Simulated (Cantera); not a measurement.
# Ignition delay

Mixture: H2 : O2 : N2 : NO = 1 : 0.649 : 2.44 : 0.007 (molar parts), at 2200000 Pa, adiabatic and at constant volume. Ignition delay is the time to a rise of 400 K.

Computed with Cantera and GRI-Mech 3.0 (53 species, 325 reactions). The hydrogen kinetics of GRI-Mech 3.0 are dated; newer H2 mechanisms differ, most at raised pressure. The pressure lies above the range GRI-Mech 3.0 was tuned for (to about 10 atm). The mechanism lacks 2 NO + O2 → 2 NO2 and HONO, so NO2 and the effect of NO are under-described below about 1400 K. Where the delays flatten at high temperature, the 400 K rule measures the pace of heat release, not the induction time.

```tsv
T0 (K)	delay (ms)
1225	0.0176
1300	0.00589
1375	0.00218
1450	0.00110
1525	0.000702
1600	0.000506
1675	0.000392
1750	0.000317
1825	0.000266
1900	0.000229
```

```yaml
apparent activation energy between 1750 and 1900 K: 60 kJ/mol
```
